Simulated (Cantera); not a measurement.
Source: NASA polynomial tables (part measured, part estimated), evaluated in Cantera. Values are per mole of reaction as written; species without (g) are pure solids or liquids, kept so even where they would boil at 1 bar.

3 P4O10(g) = 10 O3(g) + 3 P4(g)

```tsv
T (K)	ΔH° (kJ)	ΔS° (J/K)	ΔG° (kJ)	log10 K
300	…	…	…	…
2098	…	…	…	…
2198	10140.1	1864.0	6043.1	-143.61
2298	10141.1	1864.4	5856.7	-133.12
2398	10144.4	1865.8	5670.2	-123.51
2498	10149.9	1868.1	5483.5	-114.66
2598	10157.6	1871.1	5296.6	-106.49
2698	…	…	…	…
2798	10178.9	1879.0	4921.6	-91.88
```

### Question
What belongs in the gaps?

### Answer

- 300, ΔH° (kJ): 10307.2
- 300, ΔS° (J/K): 2018.4
- 300, ΔG° (kJ): 9701.7
- 300, log10 K: -1689.18
- 2098, ΔH° (kJ): 10141.2
- 2098, ΔS° (J/K): 1864.5
- 2098, ΔG° (kJ): 6229.5
- 2098, log10 K: -155.10
- 2698, ΔH° (kJ): 10167.3
- 2698, ΔS° (J/K): 1874.7
- 2698, ΔG° (kJ): 5109.3
- 2698, log10 K: -98.92
